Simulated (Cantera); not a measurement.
Charge: 1 mol Nb, 0.048 mol H2O, 100 mol H2, equilibrated at 2225 K and 0.100 bar.

Cantera equilibrium calculation (NASA polynomials, part measured and part estimated; ideal gas, pure solids and liquids). Candidate condensed phases: H2O, Nb, NbO, NbO2, Nb2O5; 12 gas species. Condensed phases not in the tables: N, O or C dissolved in the metal. Equilibrium is a limit: real reactors are often held back by kinetics, nucleation or transport.

Base state: H2 0.979, H 0.0203, H2O 0.000461 (mole fractions); condensed: Nb(s).

**Question.** What changes in the equilibrium state with this change: pressure from 0.100 bar to 1 atm?

**Answer.** 
| species | before | after |
|---|---|---|
| H2 | 0.979 | 0.993 |
| H | 0.0203 | 0.00641 |
| H2O | 0.000461 | 0.000477 |
| Nb(s), mol | 0.999 | 1.000 |

**Question.** What changes in the equilibrium state with this change: pressure from 0.100 bar to 2.90e-5 bar?

**Answer.** 
```json
[
 {"species": "H", "before": "0.0203", "after": "0.680"},
 {"species": "H2", "before": "0.979", "after": "0.320"},
 {"species": "NbO", "before": "6.75e-6", "after": "0.000309"},
 {"species": "H2O", "before": "0.000461", "after": "2.00e-6"},
 {"species": "Nb", "before": "4.68e-9", "after": "1.61e-5"},
 {"species": "Nb(s), mol", "before": "0.999", "after": "0.950"}
]
```
